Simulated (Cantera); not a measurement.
Cantera run:

```python
import numpy as np
import cantera as ct

gas_names = [...]  # 110 gases of nasa_gas.yaml made of C, H, O
cond_names = """
    C(gr) C6H6(L) C7H8(L) C8H18(L),n-octa H2O(s) H2O(L)
""".split()


# ... load() reads the species with a 1 bar reference pressure and builds the phases ...
atoms = {
    'n-butane': {'C': 4, 'H': 10},
    'H2O': {'H': 2, 'O': 1},
    'H2': {'H': 2},
}
top_T = {'C(gr)': 4500}  # K; cautious upper limits of use, not melting points


# ... equilibrate(T, P, feed) seeds the gas with the atoms and calls Mixture.equilibrate('TP', solver="vcs", rtol=1e-11, max_steps=5000) ...
results = []
feed = {'n-butane': 1, 'H2O': 0.11, 'H2': 21}  # mol
T = 1773  # K
for P in [10, 46, 220, 1000, 4600, 22000, 100000, 460000, 2200000, 10000000]:
    mix = equilibrate(T, P, feed)
    results.append((T, P, feed, dict(zip(mix.species_names, mix.species_moles))))
    x = sorted(zip(gas.X, gas.species_names), reverse=True)
    print(f"T = {T:g} K  P = {P:g} Pa  gas = {mix.phase_moles(0):.4g} mol")
    print("   x: " + "  ".join(f"{s} {v:.3e}" for v, s in x if v > 0.0001))
    print("   condensed (mol): " + ("  ".join(f"{mix.phase(i).name} {mix.phase_moles(i):.4g}"
          for i in range(1, mix.n_phases) if mix.phase_moles(i) > 1e-12) or "none"))
```

Output:

```
T = 1773 K  P = 10 Pa  gas = 26.59 mol
   x: H2 9.677e-01  H 2.799e-02  CO 4.137e-03  C2H2,acetylene 1.355e-04
   condensed (mol): C(gr) 3.883
T = 1773 K  P = 46 Pa  gas = 26.39 mol
   x: H2 9.825e-01  H 1.315e-02  CO 4.168e-03  C2H2,acetylene 1.376e-04
   condensed (mol): C(gr) 3.883
T = 1773 K  P = 220 Pa  gas = 26.3 mol
   x: H2 9.896e-01  H 6.034e-03  CO 4.183e-03  C2H2,acetylene 1.385e-04
   condensed (mol): C(gr) 3.883
T = 1773 K  P = 1000 Pa  gas = 26.26 mol
   x: H2 9.928e-01  CO 4.189e-03  H 2.835e-03  C2H2,acetylene 1.390e-04
   condensed (mol): C(gr) 3.882
T = 1773 K  P = 4600 Pa  gas = 26.24 mol
   x: H2 9.943e-01  CO 4.193e-03  H 1.323e-03  C2H2,acetylene 1.392e-04
   condensed (mol): C(gr) 3.882
T = 1773 K  P = 22000 Pa  gas = 26.22 mol
   x: H2 9.949e-01  CO 4.194e-03  H 6.050e-04  CH4 1.836e-04  C2H2,acetylene 1.393e-04
   condensed (mol): C(gr) 3.878
T = 1773 K  P = 100000 Pa  gas = 26.2 mol
   x: H2 9.945e-01  CO 4.197e-03  CH4 8.338e-04  H 2.837e-04  C2H2,acetylene 1.392e-04
   condensed (mol): C(gr) 3.861
T = 1773 K  P = 460000 Pa  gas = 26.12 mol
   x: H2 9.917e-01  CO 4.205e-03  CH4 3.813e-03  C2H2,acetylene 1.388e-04  H 1.321e-04
   condensed (mol): C(gr) 3.782
T = 1773 K  P = 2.2e+06 Pa  gas = 25.76 mol
   x: H2 9.777e-01  CH4 1.773e-02  CO 4.240e-03  C2H2,acetylene 1.369e-04
   condensed (mol): C(gr) 3.422
T = 1773 K  P = 1e+07 Pa  gas = 24.45 mol
   x: H2 9.231e-01  CH4 7.183e-02  CO 4.367e-03  C2H4 3.374e-04  H2O 1.317e-04  C2H2,acetylene 1.292e-04
   condensed (mol): C(gr) 2.111
```

These are equilibrium values from Cantera (NASA tables, ideal gas, pure condensed phases), not measurements of a reactor. The ideal-gas law is rough above about 30 bar.
